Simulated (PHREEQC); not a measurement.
Polishing slurry liquid: speciation

A solution holds 0.2 mol/kgw K2CO3, 2.6e-05 mol/kgw K2SO4 and 0.0128 mol/kgw H3BO3, at 84 °C. Closed to the air; pH follows from the charge balance.

The numbers come from PHREEQC with the ion-association model, phreeqc.dat.

```yaml
pH: 10.41
ionic_strength: 0.574 mol/kgw
activity_of_water: 0.989
specific_conductance: 88000 µS/cm
density: 0.993 g/cm³
total_alkalinity: 400 meq/kg
```

```json
[
 {"species": "K+", "molality": "0.400", "activity": "0.240", "log γ": "-0.221"},
 {"species": "CO3-2", "molality": "0.174", "activity": "0.0323", "log γ": "-0.732"},
 {"species": "HCO3-", "molality": "0.0258", "activity": "0.0169", "log γ": "-0.183"},
 {"species": "OH-", "molality": "0.0132", "activity": "0.00778", "log γ": "-0.230"},
 {"species": "H2BO3-", "molality": "0.0126", "activity": "0.00892", "log γ": "-0.149"},
 {"species": "H3BO3", "molality": "0.000216", "activity": "0.000246", "log γ": "0.057"},
 {"species": "SO4-2", "molality": "1.31e-5", "activity": "2.13e-6", "log γ": "-0.788"},
 {"species": "KSO4-", "molality": "1.29e-5", "activity": "8.48e-6", "log γ": "-0.183"},
 {"species": "CO2", "molality": "1.32e-6", "activity": "1.50e-6", "log γ": "0.057"}
]
```

Precipitation was switched off in this run. At this temperature some constants are extrapolated from 25 °C, and those without enthalpy data are left unchanged.
